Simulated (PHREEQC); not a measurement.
Solution (20 °C): 0.088 mol/kgw HF, 0.0011 mol/kgw KF and 0.2 mol/kgw HCl. Closed to the air; pH follows from the charge balance.

Computed with PHREEQC (ion-association model, phreeqc.dat).

```tsv
quantity	before	after
pH	0.80	2.67
ionic strength (mol/kgw)	0.201	0.00224
F- (mol/kgw)	0.000595	0.000237
HF2- (mol/kgw)	0.000191	5.69e-7
SI of Sylvite (KCl)	-4.82	-8.58
```

Q: Which change was made?
(A) diluted 100-fold with water
(B) KF from 0.0011 to 0.00055 mol/kgw
(C) HF from 0.088 to 0.176 mol/kgw
(D) temperature from 20 to 80 °C

A: A, diluted 100-fold with water

No solid was allowed to form.
